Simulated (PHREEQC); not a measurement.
# Acid rinse or clean (model solution)

Dissolve 90 mmol/kgw HF at 25 °C. Closed to the air; pH follows from the charge balance.

Model: ion-association model, phreeqc.dat, run in PHREEQC.

```yaml
pH: 2.08
ionic_strength: 0.00910 mol/kgw
total_alkalinity: -90.0 meq/kg
```

| species | molality | activity | log γ |
|---|---|---|---|
| HF | 0.0788 | 0.0790 | 0.001 |
| H+ | 0.00910 | 0.00834 | -0.038 |
| F- | 0.00699 | 0.00632 | -0.044 |
| HF2- | 0.00211 | 0.00191 | -0.043 |

This is a speciation only: nothing precipitates in the calculation.
